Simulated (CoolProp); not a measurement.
R236EA along the isobar 60 bar: Z from the reference equation and from simpler models built on Tc = 412.4 K, pc = 34.14 bar, ω = 0.368; each cubic takes its own stable root.

The numbers come from the reference Helmholtz-energy equation of state, Rui 2013 in CoolProp.

```json
[
 {"T (K)": "341.3", "phase": "liquid", "reference": "0.2450"},
 {"T (K)": "346.9", "phase": "liquid", "reference": "0.2447"},
 {"T (K)": "352.5", "phase": "liquid", "reference": "0.2447"},
 {"T (K)": "358.1", "phase": "liquid", "reference": "0.2449"},
 {"T (K)": "363.6", "phase": "liquid", "reference": "0.2454"},
 {"T (K)": "369.2", "phase": "liquid", "reference": "0.2462"},
 {"T (K)": "374.8", "phase": "liquid", "reference": "0.2473"},
 {"T (K)": "380.4", "phase": "liquid", "reference": "0.2489"},
 {"T (K)": "385.9", "phase": "liquid", "reference": "0.2509"},
 {"T (K)": "391.5", "phase": "liquid", "reference": "0.2535"},
 {"T (K)": "397.1", "phase": "liquid", "reference": "0.2569"},
 {"T (K)": "402.7", "phase": "liquid", "reference": "0.2612"}
]
```

Q: How far does each simpler model (van der Waals, Redlich-Kwong, Peng-Robinson) lie from the reference over these 12 states: mean and median of the absolute difference, and the worst?

A: 
- van der Waals: mean 53.8 %, median 54.4 %, worst +58.0 % at 341.3 K and 60 bar
- Redlich-Kwong: mean 16.7 %, median 16.8 %, worst +17.8 % at 402.7 K and 60 bar
- Peng-Robinson: mean 1.8 %, median 1.8 %, worst +3.7 % at 402.7 K and 60 bar
